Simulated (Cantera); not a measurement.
Input: 1 mol HgO, 0.2 mol H2, equilibrated at 1 atm.

Method: chemical equilibrium by Gibbs-energy minimisation in Cantera with the NASA 1993 tables (ideal gas, pure condensed phases). Candidate condensed phases: H2O, Hg, HgO; 10 gas species. Rates play no part. All values below are at 825 K.

Base state: Hg 0.625, O2 0.250, H2O 0.125 (mole fractions); condensed: gas only.

Problem. What changes in the equilibrium state with this change: H2 from 0.2 to 0.12 mol?

Solution. 
| species | before | after |
|---|---|---|
| Hg | 0.625 | 0.641 |
| O2 | 0.250 | 0.282 |
| H2O | 0.125 | 0.0769 |
